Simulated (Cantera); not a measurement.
Feed: 1 mol Si(CH3)4, 0.0064 mol C2H4, a varied amount of H2, 0.093 mol C3H8, equilibrated at 2298 K and 0.280 bar.

Method: chemical equilibrium by Gibbs-energy minimisation in Cantera with the NASA 1993 tables (ideal gas, pure condensed phases). Candidate condensed phases: C, C6H6, C7H8, C8H18, Si, SiC; 87 gas species. Gases not in the tables: Si2H6 and higher silanes. Rates play no part.

log p: log10 of the partial pressure in bar; n: condensed amount in mol.

| n(H2) (mol) | log p H2 | log p H | log p C2H2 (acetylene) | log p Si | log p SiH | n C(graphite) | n SiC(s) |
|---|---|---|---|---|---|---|---|
| 2.4 | -0.56 | -2.30 | -2.93 | -3.88 | -4.60 | 3.22 | 0.993 |
| 4.6 | -0.56 | -2.30 | -2.93 | -3.88 | -4.60 | 3.20 | 0.992 |
| 8.9 | -0.56 | -2.30 | -2.93 | -3.88 | -4.60 | 3.17 | 0.988 |
| 17 | -0.56 | -2.30 | -2.93 | -3.88 | -4.60 | 3.11 | 0.982 |
| 33 | -0.56 | -2.30 | -2.93 | -3.88 | -4.60 | 2.98 | 0.970 |
| 63 | -0.56 | -2.30 | -2.93 | -3.88 | -4.60 | [?] | 0.947 |
| 120 | -0.56 | -2.30 | -2.93 | -3.88 | -4.60 | [?] | 0.903 |
| 230 | -0.56 | -2.30 | -2.93 | -3.88 | -4.60 | [?] | 0.818 |
| 450 | -0.56 | -2.30 | -2.97 | -3.86 | -4.58 | 0 | 0.635 |
| 870 | -0.56 | -2.30 | -3.20 | -3.75 | -4.46 | 0 | 0.113 |

Task: What belongs in the gaps?

Result: 
- 63, n C(graphite): 2.74
- 120, n C(graphite): 2.29
- 230, n C(graphite): 1.41
